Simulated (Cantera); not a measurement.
A perfectly stirred reactor is fed with CH₄ : H₂O : H₂ = 1 : 4.5 : 0.057 (molar parts), at 4.93 atm; it is held at 2175 K, and followed from long to short residence time.

Computed with Cantera and GRI-Mech 3.0 (53 species, 325 reactions).

| quantity | before | after |
|---|---|---|
| x(CH₄) at τ = 9.10 s | 5.25e-6 | 3.89e-6 |
| x(H₂O) at τ = 9.10 s | 0.441 | 0.441 |
| x(H₂) at τ = 9.10 s | 0.426 | 0.426 |
| x(CH₃) at τ = 9.10 s | 3.37e-7 | 1.04e-7 |
| x(CO) at τ = 9.10 s | 0.110 | 0.110 |
| x(CH₄) at τ = 0.190 s | 0.000253 | 0.000174 |
| x(H₂O) at τ = 0.190 s | 0.441 | 0.441 |
| x(H₂) at τ = 0.190 s | 0.425 | 0.426 |
| x(CH₃) at τ = 0.190 s | 1.60e-5 | 4.63e-6 |
| x(CO) at τ = 0.190 s | 0.110 | 0.110 |

Question: Which change was made?
(A) pressure from 4.93 atm to 28.6 atm
(B) temperature 2175 to 2125 K
(C) pressure from 4.93 atm to 1.00 atm
(D) H2O 4.5 to 15 parts

Answer: A, pressure from 4.93 atm to 28.6 atm
